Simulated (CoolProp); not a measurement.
Model: reference Helmholtz-energy equation of state, Platzer 1990, in CoolProp. This equation is an older, rougher fit; its heat capacities, sound speeds and derivatives of the liquid may be far off and weren't checked against measurements.

Problem. Give the vapour pressure (MPa), vapour density (kg/m³), liquid conductivity (mW/(m K)) of saturated CF4 (R14) at 195.7, 208.4 K.

Solution. 
```csv
T (K),p (MPa),vapour density (kg/m³),liquid conductivity (mW/(m K))
195.7,1.33,94.0,57.7
208.4,2.07,159,48.2
```

Thermal conductivity comes from a separate model (Huber 2003), an estimate that may be off by 10 % or more.
